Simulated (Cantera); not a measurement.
Input: 1 mol Fe₃O₄, 0.56 mol H₂O, at 500 °C and 1 atm.

Equilibrium computed with Cantera from the NASA thermochemical tables; the gas is ideal and each condensed phase is pure. Candidate condensed phases: Fe, FeO, Fe(OH)₂, Fe(OH)₃, Fe₂O₃, Fe₃O₄, H₂O; 12 gas species. Kinetics and transport are ignored.

Base state: H₂O 1.000, H₂ 1.33e-5 (mole fractions); condensed: Fe₃O₄(s).

**Question.** What changes in the equilibrium state with this change: Fe₃O₄ replaced by Al?

**Answer.** 
```csv
species,before,after
H₂,1.33e-5,1.00
H₂O,1.000,<1e-9
"Fe₃O₄(s), mol",1.000,0
"Al(s), mol",0,0.627
"Al₂O₃(s), mol",0,0.187
```
Further candidate phases: Al, Al₂O₃.
